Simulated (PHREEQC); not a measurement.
# Alkaline etch or developer: an equilibrium model

Consider water at 15 °C with 32 mmol/kgw NH3, 0.19 mmol/kgw H3BO3 and 0.31 mmol/kgw K2CO3. Closed to the air; pH follows from the charge balance.

Model: ion-association model, wateq4f.dat, run in PHREEQC.

No solid was allowed to form.

Q: What pH does the model give?

A: pH 11.16.

Q: In which forms is N present?

A: NH3 97 %, NH4+ 2.6 % of the N.
